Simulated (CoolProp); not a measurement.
Saturation properties of CH3F (R41).

Values from CoolProp's reference Helmholtz-energy equation of state, Lemmon 2006. It is a short technical equation, of lower accuracy than the large ones.

```json
[
 {"T (K)": "184.6", "p (bar)": "0.5580", "enthalpy of vaporisation (kJ/kg)": "501.4", "liquid cp (kJ/(kg K))": "2.061", "vapour Z": "0.9704"},
 {"T (K)": "188", "p (bar)": "0.6864", "enthalpy of vaporisation (kJ/kg)": "(withheld)", "liquid cp (kJ/(kg K))": "2.064", "vapour Z": "0.9663"},
 {"T (K)": "191.4", "p (bar)": "0.8373", "enthalpy of vaporisation (kJ/kg)": "492.3", "liquid cp (kJ/(kg K))": "(withheld)", "vapour Z": "(withheld)"},
 {"T (K)": "194.8", "p (bar)": "1.014", "enthalpy of vaporisation (kJ/kg)": "487.7", "liquid cp (kJ/(kg K))": "2.072", "vapour Z": "0.9573"},
 {"T (K)": "198.2", "p (bar)": "1.218", "enthalpy of vaporisation (kJ/kg)": "482.9", "liquid cp (kJ/(kg K))": "2.077", "vapour Z": "0.9522"},
 {"T (K)": "201.6", "p (bar)": "1.454", "enthalpy of vaporisation (kJ/kg)": "478.0", "liquid cp (kJ/(kg K))": "2.083", "vapour Z": "0.9467"},
 {"T (K)": "205", "p (bar)": "1.724", "enthalpy of vaporisation (kJ/kg)": "473.0", "liquid cp (kJ/(kg K))": "(withheld)", "vapour Z": "0.9408"},
 {"T (K)": "208.4", "p (bar)": "2.031", "enthalpy of vaporisation (kJ/kg)": "467.9", "liquid cp (kJ/(kg K))": "2.098", "vapour Z": "0.9345"},
 {"T (K)": "211.8", "p (bar)": "2.380", "enthalpy of vaporisation (kJ/kg)": "462.7", "liquid cp (kJ/(kg K))": "2.108", "vapour Z": "0.9278"},
 {"T (K)": "215.2", "p (bar)": "2.773", "enthalpy of vaporisation (kJ/kg)": "457.4", "liquid cp (kJ/(kg K))": "2.118", "vapour Z": "0.9206"},
 {"T (K)": "218.6", "p (bar)": "3.215", "enthalpy of vaporisation (kJ/kg)": "451.9", "liquid cp (kJ/(kg K))": "2.130", "vapour Z": "0.9130"},
 {"T (K)": "222", "p (bar)": "3.709", "enthalpy of vaporisation (kJ/kg)": "446.2", "liquid cp (kJ/(kg K))": "(withheld)", "vapour Z": "(withheld)"},
 {"T (K)": "225.4", "p (bar)": "4.259", "enthalpy of vaporisation (kJ/kg)": "440.4", "liquid cp (kJ/(kg K))": "2.157", "vapour Z": "0.8964"},
 {"T (K)": "228.8", "p (bar)": "4.869", "enthalpy of vaporisation (kJ/kg)": "434.4", "liquid cp (kJ/(kg K))": "2.173", "vapour Z": "0.8874"}
]
```

### Question
Fill in the missing entries.

### Answer

- 188, enthalpy of vaporisation (kJ/kg): 496.9
- 191.4, liquid cp (kJ/(kg K)): 2.067
- 191.4, vapour Z: 0.9620
- 205, liquid cp (kJ/(kg K)): 2.090
- 222, liquid cp (kJ/(kg K)): 2.143
- 222, vapour Z: 0.9049

It boils at 194.8 K under 1 atm.
